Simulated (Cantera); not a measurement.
Input: 1 mol HMDSO, 4.9 mol O2, 68 mol H2, 0.11 mol N2O, equilibrated at 775 K and 0.000110 bar.

Cantera equilibrium calculation (NASA polynomials, part measured and part estimated; ideal gas, pure solids and liquids). Candidate condensed phases: C, C6H6, C7H8, C8H18, H2O, Si, SiC, SiO2, Si2N2O, Si3N4; 151 gas species. The feed counts by its element totals alone. Rates play no part.

Base state: H2 0.919, CO 0.0692, H2O 0.00794, CO2 0.00302, N2 0.00132 (mole fractions); condensed: SiO2(α-quartz).

Task: What changes in the equilibrium state with this change: N2O from 0.11 to 11 mol?

Result: 
```tsv
species	before	after
H2	0.919	0.720
N2	0.00132	0.117
H2O	0.00794	0.0993
CO2	0.00302	0.0262
CO	0.0692	0.0376
SiO2(α-quartz), mol	2.00	2.00
```

Task: What changes in the equilibrium state with this change: temperature from 775 K to 1423.15 K?

Result: 
```
species               before     after
-------------------  -------  --------
H2                     0.919     0.915
CO                    0.0692    0.0718
H2O                  0.00794    0.0107
CO2                  0.00302  0.000370
SiO                    <1e-9  0.000128
H                      <1e-9  0.000607
N2                   0.00132   0.00132
SiO2(α-quartz), mol     2.00         0
SiO2(β-quartz), mol        0      1.99
```
The tables hold silica as quartz up to 1696 K and as liquid above; real silica turns to tridymite and cristobalite and melts near 1996 K.
